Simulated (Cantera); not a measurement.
A closed system holds: 1 mol SrCl₂, 1.4 mol H₂, equilibrated at 1452 °C.

Cantera equilibrium calculation (NASA polynomials, part measured and part estimated; ideal gas, pure solids and liquids). Candidate condensed phases: Sr, SrCl₂; 8 gas species. Equilibrium is a limit: real reactors are often held back by kinetics, nucleation or transport.

x: gas mole fraction; n: condensed amount in mol.

| P (Pa) | x H₂ | x SrCl₂ | x H | x HCl | x SrCl | x Sr | x Cl | n SrCl₂(l) |
|---|---|---|---|---|---|---|---|---|
| 0.100 | 0.430 | 0.318 | 0.122 | 0.0621 | 0.0328 | 0.0215 | 0.0136 | 0 |
| 0.460 | 0.497 | 0.356 | 0.0611 | 0.0446 | 0.0255 | 0.0117 | 0.00424 | 0 |
| 2.20 | 0.536 | 0.379 | 0.0290 | 0.0301 | 0.0191 | 0.00614 | 0.00126 | 0 |
| 10 | 0.556 | 0.392 | [?] | [?] | [?] | [?] | [?] | 0 |
| 46 | 0.567 | 0.401 | 0.00652 | 0.0134 | 0.0102 | 0.00166 | 0.000119 | 0 |
| 220 | 0.574 | 0.406 | 0.00300 | 0.00883 | 0.00723 | 0.000820 | 3.57e-5 | 0 |
| 1000 | 0.578 | 0.410 | 0.00141 | 0.00592 | 0.00512 | 0.000407 | 1.12e-5 | 0 |
| 4600 | [?] | [?] | [?] | [?] | [?] | [?] | [?] | [?] |
| 22000 | 0.959 | 0.0387 | 0.000388 | 0.000996 | 0.000790 | 0.000103 | 3.12e-7 | 0.942 |
| 100000 | 0.991 | 0.00852 | 0.000185 | 0.000336 | 0.000246 | 4.51e-5 | 4.85e-8 | 0.988 |

Q: Fill in the missing entries.

A: 
- 10, x H: 0.0139
- 10, x HCl: 0.0202
- 10, x SrCl: 0.0141
- 10, x Sr: 0.00323
- 10, x Cl: 0.000389
- 4600, x H₂: 0.808
- 4600, x SrCl₂: 0.185
- 4600, x H: 0.000779
- 4600, x HCl: 0.00298
- 4600, x SrCl: 0.00254
- 4600, x Sr: 0.000221
- 4600, x Cl: 2.22e-6
- 4600, n SrCl₂(l): 0.675
